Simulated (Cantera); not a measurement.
A perfectly stirred reactor is fed with H₂ : O₂ : N₂ : H₂O = 1 : 1.02 : 3.84 : 0.0066 (molar parts), equivalence ratio 0.49, at 101000 Pa; it is adiabatic with a 448 K inlet, and is followed from long to short residence time, starting on the burning branch (τ in s: 0.4, 0.16, 0.061, 0.024, 0.0095, 0.0038, 0.0015, 0.00058, 0.00023, 9e-05, 3.6e-05, 1.4e-05).

Detailed kinetics in Cantera: the H2/O2 subset of GRI-Mech 3.0, which has no nitrogen chemistry.

One state of this run: T (K) = 1725; x H₂ = 0.000769; x O₂ = 0.0961; x H₂O = 0.185; x HO₂ = 7.66e-6; x O = 0.000681; x H₂O₂ = 3.42e-7. x: mole fraction; the columns are a selection and need not sum to one.

Question: Which value of τ (s) does it belong to?
A. 0.024
B. 0.0095
C. 0.00058
D. 0.00023

Answer: B, 0.0095
